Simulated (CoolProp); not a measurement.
Carbon dioxide at 298.15 K and 4.98 MPa is throttled through a valve to 2.58 MPa with no heat exchange. Each further row changes one setting.

The numbers come from the reference Helmholtz-energy equation of state, Span 1996 in CoolProp.

```json
[
 {"case": "as stated", "temperature change (K)": "…", "final density (kg/m³)": "…"},
 {"case": "outlet pressure 0.774 MPa", "temperature change (K)": "…", "final density (kg/m³)": "…"},
 {"case": "outlet pressure 3.35 MPa", "temperature change (K)": "…", "final density (kg/m³)": "…"}
]
```

Complete the blanks.


- as stated, temperature change (K): -30.6
- as stated, final density (kg/m³): 65.8
- outlet pressure 0.774 MPa, temperature change (K): -62.1
- outlet pressure 0.774 MPa, final density (kg/m³): 19.1
- outlet pressure 3.35 MPa, temperature change (K): -19.7
- outlet pressure 3.35 MPa, final density (kg/m³): 86.4
